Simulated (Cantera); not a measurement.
A closed system holds: 1 mol CuO, 1.8 mol F2, at 0.133 bar.

Method: chemical equilibrium by Gibbs-energy minimisation in Cantera with the NASA 1993 tables (ideal gas, pure condensed phases). Candidate condensed phases: Cu, CuF2, CuO, Cu2O; 13 gas species. Rates play no part.

Q: Which condensed phases are stable at each of these points (T (K)): 1173, 1248, 1323, 1398, 1473, 1548, 1623, 1698, 1773?

A: 
| T (K) | condensed phases | Cu condensed (%) |
|---|---|---|
| 1173 | CuF2(l) | 99.0 |
| 1248 | CuF2(l) | 96.6 |
| 1323 | CuF2(l) | 89.8 |
| 1398 | CuF2(l) | 72.4 |
| 1473 | CuF2(l) | 26.6 |
| 1548 | gas only | 0.0 |
| 1623 | gas only | 0.0 |
| 1698 | gas only | 0.0 |
| 1773 | gas only | 0.0 |

From 1173 K to 1473 K the condensed part is CuF2(l). From 1548 K to 1773 K nothing is condensed.
